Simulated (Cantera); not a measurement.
A perfectly stirred reactor is fed with H2 : O2 : N2 = 1.4 : 1 : 0.68 (molar parts), equivalence ratio 0.70, at 13300 Pa; it is held at 1373 K, and followed from long to short residence time.

Model: the H2/O2 subset of GRI-Mech 3.0, which has no nitrogen chemistry, integrated in Cantera. The temperature is held fixed by assumption; the heat of reaction is taken as removed at once.

### Question
What does this change do: pressure from 13300 Pa to 22000 Pa?

### Answer
| quantity | before | after |
|---|---|---|
| x(H2) at τ = 4.20 s | 0.000200 | 0.000120 |
| x(O2) at τ = 4.20 s | 0.126 | 0.126 |
| x(H) at τ = 4.20 s | 1.25e-5 | 4.61e-6 |
| x(H2O2) at τ = 4.20 s | 2.97e-7 | 2.88e-7 |
| x(OH) at τ = 4.20 s | 0.000832 | 0.000579 |
| x(H2) at τ = 22.0 ms | 0.00642 | 0.00391 |
| x(O2) at τ = 22.0 ms | 0.127 | 0.126 |
| x(H) at τ = 22.0 ms | 0.00246 | 0.000917 |
| x(H2O2) at τ = 22.0 ms | 2.23e-6 | 2.55e-6 |
| x(OH) at τ = 22.0 ms | 0.00488 | 0.00340 |
